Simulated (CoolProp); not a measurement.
Vapour-liquid equilibrium of o-xylene (1) + n-nonane (2) at 1.14 MPa; x and y are mole fractions of (1).

Values from CoolProp's multi-fluid Helmholtz-energy mixture model, Zhou 2012 and Lemmon 2006; pair parameters Bell 2016.

| x | bubble temperature (°C) | y at the bubble point | dew temperature at overall composition x (°C) | liquid density (mol/L) |
|---|---|---|---|---|
| 0.05 | 272.2 | 0.056 | 272.3 | 3.692 |
| 0.15 | 270.9 | 0.165 | 271.1 | 3.866 |
| 0.25 | 269.8 | 0.270 | 270.0 | 4.050 |
| 0.35 | 268.8 | 0.372 | 269.0 | 4.245 |
| 0.45 | 267.9 | 0.470 | 268.1 | 4.453 |
| 0.55 | 267.2 | 0.566 | 267.3 | 4.676 |
| 0.65 | 266.7 | 0.660 | 266.8 | 4.914 |
| 0.75 | 266.4 | 0.754 | 266.4 | 5.170 |
| 0.85 | 266.3 | 0.850 | 266.3 | 5.446 |
| 0.95 | 266.4 | 0.949 | 266.4 | 5.743 |

y crosses x between x = 0.85 and 0.95: the model has an azeotrope there.

The pair parameters rest on a limited set of measurements; away from them the model extrapolates.
